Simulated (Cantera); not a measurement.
Mixture: CH4 : H2 : O2 : N2 = 1 : 0.063 : 4.72 : 17.8 (molar parts), at 1.38 atm, adiabatic and at constant pressure. Ignition delay is the time to a rise of 400 K.

Cantera simulation using GRI-Mech 3.0 (53 species, 325 reactions); the numbers are that mechanism's predictions, not measurements.

**Question.** What does this change do: O2 4.72 to 2.5 parts?

**Answer.** 
```csv
quantity,before,after
delay at 1075 K,53.7 ms,0.128 s
delay at 1125 K,29.1 ms,71.4 ms
delay at 1175 K,15.8 ms,39.4 ms
delay at 1225 K,8.64 ms,21.7 ms
delay at 1275 K,4.82 ms,12.0 ms
delay at 1325 K,2.76 ms,6.77 ms
apparent activation energy between 1225 and 1325 K,150 kJ/mol,160 kJ/mol
```

**Question.** What does this change do: pressure from 1.38 atm to 1.00 atm?

**Answer.** 
```csv
quantity,before,after
delay at 1075 K,53.7 ms,74.4 ms
delay at 1125 K,29.1 ms,39.5 ms
delay at 1175 K,15.8 ms,21.0 ms
delay at 1225 K,8.64 ms,11.3 ms
delay at 1275 K,4.82 ms,6.22 ms
delay at 1325 K,2.76 ms,3.54 ms
apparent activation energy between 1225 and 1325 K,150 kJ/mol,160 kJ/mol
```
